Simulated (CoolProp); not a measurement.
A single-stage vapour-compression cycle with the fluid: evaporating at 254.15 K (dew point), condensing at 275.15 K (bubble point), superheat 10 K, subcooling 8 K, compressor efficiency 0.75, no pressure losses. The same conditions are run with several fluids, on thermodynamics alone (safety and materials aside).

Values from CoolProp's reference Helmholtz-energy equation of state of each fluid (R404A: Lemmon 2003; propylene: Lemmon 2013; R407C: Lemmon 2003; c-C4F8 (RC318): Platzer 1990; trans-2-butene: Lemmon 2005; C2F6 (R116): Lemmon 2006). The equations of Platzer and Polt are older, rougher fits. Blends and air are pseudo-pure fits.

Q: Rank R404A, propylene, R407C, c-C4F8 (RC318), trans-2-butene, C2F6 (R116) by cooling COP, highest first.

A: c-C4F8 (RC318) (8.93), trans-2-butene (8.86), propylene (8.64), R404A (8.40), C2F6 (R116) (7.83), R407C (6.48)

```
fluid           pressure ratio  discharge temperature (K)  refrigerating effect (kJ/kg)  volumetric capacity (kJ/m³)
--------------  --------------  -------------------------  ----------------------------  ---------------------------
R404A                     2.08                      293.9                           173                         2620
propylene                 1.96                      298.8                           389                         2530
R407C                     2.71                      310.6                           217                         2020
c-C4F8 (RC318)            2.44                      283.0                           115                          615
trans-2-butene            2.39                      296.5                           409                          473
C2F6 (R116)               1.80                      287.1                          75.8                         6440
```
